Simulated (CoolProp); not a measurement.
1-butene along the isotherm 251.85 °C: density (kg/m³) from the reference equation and from simpler models built on Tc = 146.1 °C, pc = 4.006 MPa, ω = 0.192; each cubic takes its own stable root.

Model: reference Helmholtz-energy equation of state, Lemmon 2005, in CoolProp. It is a short technical equation, of lower accuracy than the large ones.

| p (MPa) | phase | reference |
|---|---|---|
| 0.223 | gas | 2.893 |
| 0.445 | gas | 5.827 |
| 0.668 | gas | 8.831 |
| 0.89 | gas | 11.88 |
| 1.11 | gas | 14.96 |
| 1.34 | gas | 18.25 |
| 1.56 | gas | 21.46 |
| 1.78 | gas | 24.73 |
| 2 | gas | 28.08 |

Q: How far does each simpler model (ideal gas, van der Waals, Soave-Redlich-Kwong, Peng-Robinson) lie from the reference over these 9 states: mean and median of the absolute difference, and the worst?

A: 
- ideal gas: mean 4.7 %, median 4.6 %, worst -8.4 % at 251.85 °C and 2 MPa
- van der Waals: mean 0.3 %, median 0.2 %, worst +0.6 % at 251.85 °C and 2 MPa
- Soave-Redlich-Kwong: mean 0.3 %, median 0.3 %, worst -0.7 % at 251.85 °C and 2 MPa
- Peng-Robinson: mean 0.5 %, median 0.5 %, worst +0.9 % at 251.85 °C and 2 MPa
